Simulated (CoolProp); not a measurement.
Computed with CoolProp (reference Helmholtz-energy equation of state, Lemmon 2006). It is a short technical equation, of lower accuracy than the large ones.

For R141b, give the phase and the Joule-Thomson coefficient (K/MPa), Prandtl number at 342.5 K and 0.782 MPa; 368.7 K and 0.782 MPa; 447.5 K and 0.782 MPa.


- 342.5 K and 0.782 MPa: liquid; Joule-Thomson coefficient -0.247, Prandtl number 3.97
- 368.7 K and 0.782 MPa: liquid; Joule-Thomson coefficient -0.117, Prandtl number 3.51
- 447.5 K and 0.782 MPa: gas; Joule-Thomson coefficient 12.0, Prandtl number 0.590

Viscosity comes from a separate model (Huber 2003), an estimate that may be off by 10 % or more. Thermal conductivity comes from a separate model (Huber 2003), an estimate that may be off by 10 % or more.
